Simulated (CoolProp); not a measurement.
A single-stage vapour-compression cycle with C3F8 (R218): evaporating at 258.15 K (dew point), condensing at 297.15 K (bubble point), superheat 0 K, subcooling 2 K, compressor efficiency 0.85, no pressure losses. Each further row changes one setting.

The numbers come from the reference Helmholtz-energy equation of state, Lemmon 2006 in CoolProp. It is a short technical equation, of lower accuracy than the large ones.

| case | cooling COP | pressure ratio | discharge temperature (K) | refrigerating effect (kJ/kg) | volumetric capacity (kJ/m³) |
|---|---|---|---|---|---|
| as stated | 3.98 | 3.42 | 297.1 | 56.4 | 1350 |
| evaporating temperature 263.15 K | 4.88 | [?] | 297.1 | 59.4 | 1690 |
| condensing temperature 292.15 K | [?] | [?] | 292.1 | 62.1 | 1490 |
| subcooling 7 K | 4.38 | 3.42 | 297.1 | 62.1 | 1490 |
| superheat 10 K | 4.18 | 3.42 | 297.8 | 64.3 | 1460 |
| compressor efficiency 0.75 | 3.51 | 3.42 | 297.1 | 56.4 | 1350 |

**Question.** Some entries are withheld; supply them.

**Answer.** 
- evaporating temperature 263.15 K, pressure ratio: 2.86
- condensing temperature 292.15 K, cooling COP: 4.89
- condensing temperature 292.15 K, pressure ratio: 2.98

The compression ends wet for: as stated; evaporating temperature 263.15 K; condensing temperature 292.15 K; subcooling 7 K; compressor efficiency 0.75.
